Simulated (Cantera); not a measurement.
A closed system holds: 1 mol ZrO₂, 2.4 mol H₂, 4.9 mol N₂, equilibrated at 1575 K and 1 atm.

Equilibrium computed with Cantera from the NASA thermochemical tables; the gas is ideal and each condensed phase is pure. Candidate condensed phases: H₂O, Zr, ZrN, ZrO₂; 28 gas species. Rates play no part.

What is the equilibrium state?


| Property | Value |
|---|---|
| x(N₂) | 0.671 |
| x(H₂) | 0.329 |
| x(H) | 2.37e-5 |
| x(H₂O) | 1.27e-5 |
| x(NH₃) | 7.81e-6 |
| n(ZrO₂(tetragonal)) | 1.000 mol |
| gas amount | 7.300 mol |
| log10 activity of Zr(β) (absent) | -7.20 |
